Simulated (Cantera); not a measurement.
Silicon oxide and oxynitride deposition: SiCl4 + O2 + N2 + N2O

Feed: 1 mol SiCl4, 0.14 mol O2, 4.8 mol N2, 0.5 mol N2O, at 1275 K.

These are equilibrium values from Cantera (NASA tables, ideal gas, pure condensed phases), not measurements of a reactor. Candidate condensed phases: Si, SiO2, Si2N2O, Si3N4; 23 gas species. The tables' values for SiCl3 are old estimates; treat these amounts as uncertain. The tables hold silica as quartz up to 1696 K and as liquid above; real silica turns to tridymite and cristobalite and melts near 1996 K. Rates play no part.

```tsv
P (Pa)	log p N2	log p Cl	log p Cl2	log p SiCl4	log p SiCl3	log p SiCl2	log p NO	log p SiO	n SiO2(β-quartz)
5	-4.44	-5.05	-6.08	-5.38	-8.49	-10.79	-12.52	-12.15	0.390
21	-3.81	-4.54	-5.07	-4.75	-8.36	-11.17	-11.51	-12.84	0.390
85	-3.19	-4.13	-4.24	-4.13	-8.16	-11.38	-10.68	-13.36	0.390
350	-2.57	-3.76	-3.51	-3.51	-7.91	-11.49	-9.95	-13.79	0.390
1400	-1.96	-3.43	-2.85	-2.90	-7.63	-11.55	-9.29	<-13	0.390
5900	-1.33	-3.10	-2.19	-2.27	-7.33	-11.57	-8.63	<-13	0.390
24000	-0.72	-2.79	-1.57	-1.66	-7.03	-11.59	-8.01	<-12	0.390
100000	-0.10	-2.48	-0.94	-1.04	-6.72	-11.59	-7.38	<-12	0.390
```
log p: log10 of the partial pressure in bar; n: condensed amount in mol.

From 5.00 Pa to 100000 Pa the condensed part is SiO2(β-quartz). The main Si-bearing gas is SiCl4 throughout.
